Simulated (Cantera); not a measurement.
Input: 1 mol SiO₂, 6.2 mol CO, 2.3 mol N₂, held at 1573.15 K and 15.8 Torr.

These are equilibrium values from Cantera (NASA tables, ideal gas, pure condensed phases), not measurements of a reactor. The tables hold silica as quartz up to 1696 K and as liquid above; real silica turns to tridymite and cristobalite and melts near 1996 K. The numbers say what is thermodynamically allowed, not how fast it happens.

```csv
species,before,after
CO,0.729,0.726
N₂,0.270,0.271
CO₂,0.000393,0.00246
SiO,0.000393,<1e-9
"SiO₂(β-quartz), mol",0.997,1.00
"C(graphite), mol",0,0.0208
```
Gas species are given as mole fractions.

Question: What was changed between the two runs?
(A) temperature from 1573.15 K to 1048 K
(B) temperature from 1573.15 K to 2050 K
(C) temperature from 1573.15 K to 900 K
(D) temperature from 1573.15 K to 2225 K

Answer: A, temperature from 1573.15 K to 1048 K
